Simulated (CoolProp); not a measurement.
R365MFC at several states: Z from the reference equation and from simpler models built on Tc = 460.0 K, pc = 32.66 bar, ω = 0.377; each cubic takes its own stable root.

The numbers come from the reference Helmholtz-energy equation of state, Lemmon 2016 in CoolProp.

```
T (K)  p (bar)   phase  reference  Redlich-Kwong  Soave-Redlich-Kwong
-----  -------  ------  ---------  -------------  -------------------
428.9     7.71     gas     0.8830         0.8939               0.8885
277.7     2.53  liquid    0.01248        0.01417              0.01352
314.7     3.52  liquid    0.01631        0.01871              0.01765
```
